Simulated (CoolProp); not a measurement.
Vapour-liquid equilibrium of R134a (1) + R236FA (2) at -9.85 °C; x and y are mole fractions of (1).

Model: multi-fluid Helmholtz-energy mixture model, Tillner-Roth 1994 and Pan 2012; pair parameters Bell 2016, in CoolProp.

```
x     bubble pressure (MPa)  y at the bubble point  dew pressure at overall composition x (MPa)  liquid density (mol/L)
----  ---------------------  ---------------------  -------------------------------------------  ----------------------
0.05                0.07688                  0.125                                      0.07299                   9.811
0.15             (withheld)             (withheld)                                      0.07830              (withheld)
0.25                 0.1022                  0.472                                      0.08443                   10.36
0.35                 0.1149             (withheld)                                      0.09159                   10.66
0.45             (withheld)                  0.687                                       0.1000                   10.97
0.55                 0.1409             (withheld)                                       0.1102              (withheld)
0.65                 0.1542                  0.833                                       0.1226                   11.64
0.75                 0.1676                  0.890                                       0.1381                   12.00
0.85                 0.1812                  0.939                                       0.1580                   12.39
0.95                 0.1949                  0.981                                       0.1847                   12.79
```

Some entries are withheld; supply them.


- 0.15, bubble pressure (MPa): 0.08949
- 0.15, y at the bubble point: 0.322
- 0.15, liquid density (mol/L): 10.08
- 0.35, y at the bubble point: 0.591
- 0.45, bubble pressure (MPa): 0.1278
- 0.55, y at the bubble point: 0.766
- 0.55, liquid density (mol/L): 11.30

No azeotrope shows between x = 0.05 and 0.95.

Pair parameters are fitted to limited data, so mixtures are less certain than the pure fluids.
